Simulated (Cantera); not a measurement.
Cantera run:

```python
import numpy as np
import cantera as ct

gas_names = """
    C CH CH2 CH3 CH2OH CH3O CH4 CH3OH CO CO2 COOH C2 C2H CHCO,ketyl C2H2,acetylene C2H2,vinylidene
    CH2CO,ketene C2H3,vinyl CH3CO,acetyl C2H4 C2H4O,ethylen CH3CHO,ethanal CH3COOH (HCOOH)2 C2H5 C2H6
    CH3OCH3 C2H5OH C2O C3 C3H3,propargyl C3H4,allene C3H4,propyne C3H4,cyclo- C3H5,allyl C3H6,propylene
    C3H6,cyclo- C3H6O C3H7,n-propyl C3H7,i-propyl C3H8 C3H8O,1propanol C3H8O,2propanol C3O2 C4 C4H2
    C4H4,1,3-cyclo- C4H6,butadiene C4H6,2-butyne C4H6,cyclo- C4H8,1-butene C4H8,cis2-buten
    C4H8,tr2-butene C4H8,isobutene C4H8,cyclo- (CH3COOH)2 C4H9,n-butyl C4H9,i-butyl C4H9,s-butyl
    C4H9,t-butyl C4H10,isobutane C4H10,n-butane C5 C5H6,1,3cyclo- C5H8,cyclo- C5H10,1-pentene
    C5H10,cyclo- C5H11,pentyl C5H11,t-pentyl C5H12,n-pentane C5H12,i-pentane CH3C(CH3)2CH3 C6H2
    C6H5,phenyl C6H5O,phenoxy C6H6 C6H5OH,phenol C6H10,cyclo- C6H12,1-hexene C6H12,cyclo- C6H13,n-hexyl
    C7H7,benzyl C7H8 C7H8O,cresol C7H14,1-heptene C7H15,n-heptyl C7H16,n-heptane C8H8,styrene
    C8H10,ethylbenz C8H16,1-octene C8H17,n-octyl C8H18,isooctane C8H18,n-octane C9H19,n-nonyl
    C10H8,naphthale C10H21,n-decyl C12H9,o-bipheny C12H10,bipheny H HCO HO2 H2 HCHO,formaldehy HCOOH H2O
    H2O2 O OH O2 O3
""".split()
cond_names = """
    C(gr) C6H6(L) C7H8(L) C8H18(L),n-octa H2O(s) H2O(L)
""".split()


def load(file, names, dense=False):
    # The tables refer to 1 bar. Condensed volumes are neglected.
    table = {s.name: s for s in ct.Species.list_from_file(file)}
    out = []
    for n in names:
        d = dict(table[n].input_data)
        d["thermo"] = dict(d["thermo"], **{"reference-pressure": 1e5})
        if dense:
            d["equation-of-state"] = {"model": "constant-volume", "density": "1e6 g/cm^3"}
        out.append(ct.Species.from_dict(d))
    return out


gas = ct.Solution(thermo="ideal-gas", species=load("nasa_gas.yaml", gas_names))
cond = {s.name: ct.Solution(thermo="fixed-stoichiometry", species=[s], name=s.name)
        for s in load("nasa_condensed.yaml", cond_names, dense=True)}
atoms = {
    'CO': {'C': 1, 'O': 1},
    'H2': {'H': 2},
}
top_T = {'C(gr)': 4500}  # K; cautious upper limits of use, not melting points


def equilibrate(T, P, feed):
    n = {}
    for name, mol in feed.items():
        for a, k in atoms[name].items():
            n[a] = n.get(a, 0.0) + k * mol
    gas.TPX = T, P, n
    mass = sum(n.values()) * gas.mean_molecular_weight
    gas.equilibrate("TP")
    valid = [c for c in cond.values() if c.min_temp <= T <= top_T.get(c.name, c.max_temp)]
    mix = ct.Mixture([(gas, mass / gas.mean_molecular_weight)] + [(c, 0.0) for c in valid])
    mix.T, mix.P = T, P
    mix.equilibrate("TP", solver="vcs", rtol=1e-11, max_steps=5000)
    return mix


results = []
feed = {'CO': 1, 'H2': 30}  # mol
T = 2575  # K
P = 51  # Pa
mix = equilibrate(T, P, feed)
results.append((T, P, feed, dict(zip(mix.species_names, mix.species_moles))))
x = sorted(zip(gas.X, gas.species_names), reverse=True)
print(f"T = {T:g} K  P = {P:g} Pa  gas = {mix.phase_moles(0):.4g} mol")
print("   x: " + "  ".join(f"{s} {v:.3e}" for v, s in x if v > 1e-06))
print("   condensed (mol): " + ("  ".join(f"{mix.phase(i).name} {mix.phase_moles(i):.4g}"
      for i in range(1, mix.n_phases) if mix.phase_moles(i) > 1e-12) or "none"))
```

Result:

```
T = 2575 K  P = 51 Pa  gas = 49.37 mol
   x: H 7.443e-01  H2 2.355e-01  CO 2.025e-02
   condensed (mol): none
```

These are equilibrium values from Cantera (NASA tables, ideal gas, pure condensed phases), not measurements of a reactor.
